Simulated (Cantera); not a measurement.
Input: 1 mol PbO, 2.5 mol CO, 0.48 mol H2, equilibrated at 1173 K and 10.0 mbar.

These are equilibrium values from Cantera (NASA tables, ideal gas, pure condensed phases), not measurements of a reactor. The numbers say what is thermodynamically allowed, not how fast it happens.

```tsv
species	before	after
H2O	0.0589	0.683
CO2	0.263	0.270
Pb	0.0422	0.0422
CO	0.541	9.14e-5
H2	0.0954	0.000181
PbO	6.33e-7	0.00386
Pb(l), mol	0.869	0.640
PbO(l), mol	0	0.327
```
Gas species are given as mole fractions.

Q: Which change was made?
(A) temperature from 1173 K to 1598.15 K
(B) temperature from 1173 K to 1200 K
(C) CO from 2.5 to 0.19 mol
(D) temperature from 1173 K to 975 K

A: C, CO from 2.5 to 0.19 mol. Each liquid is taken as pure. Mutual solubility and eutectic melting of coexisting phases are not modelled
